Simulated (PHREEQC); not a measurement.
Acid rinse or clean (model solution)

Make-up at 25 °C: 3.4 mmol/kgw H2SO4, 0.4 mmol/kgw CuSO4 and 1.7 mmol/kgw MgCl2. Closed to the air; pH follows from the charge balance.

All values are PHREEQC results (ion-association model, phreeqc.dat), not measurements.

```yaml
pH: 2.27
ionic_strength: 0.0135 mol/kgw
specific_conductance: 2680 µS/cm
total_alkalinity: -6.80 meq/kg
```

```
species  molality  activity   log γ
-------  --------  --------  ------
H+        0.00588   0.00532  -0.044
Cl-       0.00340   0.00302  -0.052
SO4-2     0.00249   0.00157  -0.200
Mg+2      0.00138  0.000882  -0.193
HSO4-    0.000915  0.000814  -0.051
Cu+2     0.000330  0.000212  -0.193
MgSO4    0.000324  0.000325   0.001
```

This is a speciation only: nothing precipitates in the calculation.
